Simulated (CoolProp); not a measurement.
Properties of dry air along the isotherm 4.15 °C.

Computed with CoolProp (reference Helmholtz-energy equation of state, Lemmon 2000). It is a pseudo-pure fit of the blend.

```tsv
p (kPa)	phase	cp (kJ/(kg K))	cv (kJ/(kg K))	speed of sound (m/s)	conductivity (mW/(m K))	Prandtl number	fugacity coefficient
5.99	gas	1.004	0.7168	333.9	24.6	0.709	1.0000
9.67	gas	1.004	0.7168	333.9	24.6	0.709	0.9999
15.6	gas	1.004	0.7168	333.9	24.6	0.709	0.9999
25.2	gas	1.004	0.7168	333.9	24.7	0.709	0.9999
40.8	gas	1.005	0.7169	333.9	24.7	0.710	0.9998
65.9	gas	1.005	0.7170	333.9	24.7	0.710	0.9996
106	gas	1.006	0.7171	334.0	24.7	0.710	0.9994
172	gas	1.007	0.7173	334.0	24.7	0.711	0.9991
278	gas	1.009	0.7176	334.1	24.7	0.712	0.9985
449	gas	1.012	0.7181	334.2	24.8	0.714	0.9976
725	gas	1.018	0.7189	334.4	24.9	0.716	0.9961
1170	gas	1.026	0.7202	334.9	25.1	0.720	0.9939
1890	gas	1.040	0.7223	335.7	25.4	0.727	0.9903
```

Viscosity comes from a separate model (Lemmon 2004). Thermal conductivity comes from a separate model (Lemmon 2004).
